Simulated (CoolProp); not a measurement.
Vapour-liquid equilibrium of R22 (1) + R152A (2) at 39.75 °C; x and y are mole fractions of (1).

Values from CoolProp's multi-fluid Helmholtz-energy mixture model, Kamei 1995 and Outcalt 1996; pair parameters Bell 2016.

| x | bubble pressure, mixture model (bar) | bubble pressure, Raoult's law (bar) | y, mixture model | y, Raoult's law |
|---|---|---|---|---|
| 0.05 | 9.256 | 9.343 | 0.068 | 0.082 |
| 0.2 | 9.963 | 10.27 | 0.261 | 0.297 |
| 0.35 | 10.74 | 11.21 | 0.436 | 0.476 |
| 0.5 | 11.61 | 12.14 | 0.596 | 0.628 |
| 0.65 | 12.58 | 13.07 | 0.738 | 0.758 |
| 0.8 | 13.66 | 14.00 | 0.863 | 0.871 |
| 0.95 | 14.83 | 14.93 | 0.969 | 0.970 |

The largest gap from Raoult's law is -4.4 % in bubble pressure, at x = 0.5. No azeotrope shows between x = 0.05 and 0.95.

Pair parameters are fitted to limited data, so mixtures are less certain than the pure fluids.
